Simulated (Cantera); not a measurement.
An isothermal, constant-pressure homogeneous reactor starts with CH4 : N2 = 2.5 : 88 (molar parts), at 1573 K and 0.0140 bar.

Model: GRI-Mech 3.0 (53 species, 325 reactions), integrated in Cantera. GRI-Mech 3.0 stops at C3 and has no aromatics, soot or wall deposition, so with more carbon than oxygen in the feed, carbon stays in small species such as C2H2 where larger ones or solid carbon would form. Radical loss at walls, strong at low pressure, is not modelled.

Question: Predict: x(CH4) at 200 s; x(C2H) at 200 s; x(C2H2) at 200 s; x(CH3) at 200 s; x(H) at 200 s.

Answer: 
```json
{
  "x(CH4) at 200 s": "3.87e-5 (gas-phase equilibrium 2.03e-6)",
  "x(C2H) at 200 s": "6.66e-8 (gas-phase equilibrium 1.01e-8)",
  "x(C2H2) at 200 s": "0.0134 (gas-phase equilibrium 0.00202)",
  "x(CH3) at 200 s": "1.35e-6 (gas-phase equilibrium 7.12e-8)",
  "x(H) at 200 s": "6.90e-5 (gas-phase equilibrium 6.94e-5)"
}
```
